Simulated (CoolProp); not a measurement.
R1336mzz(Z) along the isobar 30 bar: fugacity coefficient from the reference equation and from simpler models built on Tc = 444.5 K, pc = 29.04 bar, ω = 0.386; each cubic takes its own stable root.

Computed with CoolProp (reference Helmholtz-energy equation of state, McLinden 2020).

```json
[
 {"T (K)": "402.5", "phase": "liquid", "reference": "0.3691", "van der Waals": "0.5243", "Peng-Robinson": "0.3733"},
 {"T (K)": "416.5", "phase": "liquid", "reference": "0.4539", "van der Waals": "0.5781", "Peng-Robinson": "0.4572"},
 {"T (K)": "430.4", "phase": "liquid", "reference": "0.5433", "van der Waals": "0.6303", "Peng-Robinson": "0.5437"},
 {"T (K)": "444.3", "phase": "liquid", "reference": "0.6328", "van der Waals": "0.6791", "Peng-Robinson": "0.6261"},
 {"T (K)": "458.2", "phase": "supercritical", "reference": "0.6851", "van der Waals": "0.7121", "Peng-Robinson": "0.6740"},
 {"T (K)": "472.2", "phase": "supercritical", "reference": "0.7212", "van der Waals": "0.7359", "Peng-Robinson": "0.7088"},
 {"T (K)": "486.1", "phase": "supercritical", "reference": "0.7511", "van der Waals": "0.7561", "Peng-Robinson": "0.7381"},
 {"T (K)": "500", "phase": "supercritical", "reference": "0.7769", "van der Waals": "0.7739", "Peng-Robinson": "0.7639"}
]
```
